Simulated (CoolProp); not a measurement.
Isobutene at several states: fugacity coefficient from the reference equation and from simpler models built on Tc = 418.1 K, pc = 40.16 bar, ω = 0.193; each cubic takes its own stable root.

The numbers come from the reference Helmholtz-energy equation of state, Lemmon 2005 in CoolProp. It is a short technical equation, of lower accuracy than the large ones.

```csv
T (K),p (bar),phase,reference,Soave-Redlich-Kwong,Peng-Robinson
186.6,10.3,liquid,0.0009239,(withheld),(withheld)
337.9,202,liquid,(withheld),(withheld),(withheld)
439.2,129,supercritical,(withheld),(withheld),(withheld)
267,0.359,gas,0.9857,0.9887,0.9882
```

### Question
What belongs in the gaps?

### Answer

- 186.6, Soave-Redlich-Kwong: 0.0009197
- 186.6, Peng-Robinson: 0.001028
- 337.9, reference: 0.07319
- 337.9, Soave-Redlich-Kwong: 0.07879
- 337.9, Peng-Robinson: 0.07106
- 439.2, reference: 0.3534
- 439.2, Soave-Redlich-Kwong: 0.3777
- 439.2, Peng-Robinson: 0.3509
